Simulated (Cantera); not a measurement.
An isothermal, constant-pressure homogeneous reactor starts with H2 : O2 : H2O = 0.0068 : 1 : 0.0015 (molar parts), at 1275 K and 0.00500 bar.

Cantera simulation using GRI-Mech 3.0 (53 species, 325 reactions); the numbers are that mechanism's predictions, not measurements. Radical loss at walls, strong at low pressure, is not modelled.

x: mole fraction; the columns are a selection and need not sum to one.

```json
[
 {"t (s)": "7.00e-5", "x H2": "0.00674", "x O2": "0.992", "x HO2": "6.14e-10", "x H2O2": "<1e-12", "x H": "4.15e-10"},
 {"t (s)": "0.000229", "x H2": "0.00674", "x O2": "0.992", "x HO2": "2.01e-9", "x H2O2": "<1e-12", "x H": "7.40e-10"},
 {"t (s)": "0.000749", "x H2": "0.00674", "x O2": "0.992", "x HO2": "6.57e-9", "x H2O2": "<1e-12", "x H": "1.23e-9"},
 {"t (s)": "0.00245", "x H2": "0.00674", "x O2": "0.992", "x HO2": "[?]", "x H2O2": "9.60e-12", "x H": "[?]"},
 {"t (s)": "0.00801", "x H2": "0.00674", "x O2": "0.992", "x HO2": "7.10e-8", "x H2O2": "9.08e-11", "x H": "1.40e-7"},
 {"t (s)": "0.0262", "x H2": "0.000660", "x O2": "0.986", "x HO2": "2.94e-7", "x H2O2": "1.34e-8", "x H": "0.000302"},
 {"t (s)": "0.0857", "x H2": "2.30e-5", "x O2": "0.985", "x HO2": "1.89e-7", "x H2O2": "4.77e-9", "x H": "[?]"},
 {"t (s)": "0.280", "x H2": "2.13e-5", "x O2": "0.986", "x HO2": "1.82e-7", "x H2O2": "4.70e-9", "x H": "0.000165"},
 {"t (s)": "0.917", "x H2": "1.68e-5", "x O2": "0.987", "x HO2": "1.61e-7", "x H2O2": "4.46e-9", "x H": "0.000115"},
 {"t (s)": "3.00", "x H2": "8.95e-6", "x O2": "0.989", "x HO2": "1.16e-7", "x H2O2": "3.74e-9", "x H": "4.40e-5"}
]
```

Question: Some entries are withheld; supply them.

Answer: 
- 0.00245, x HO2: 2.15e-8
- 0.00245, x H: 4.26e-9
- 0.0857, x H: 0.000186
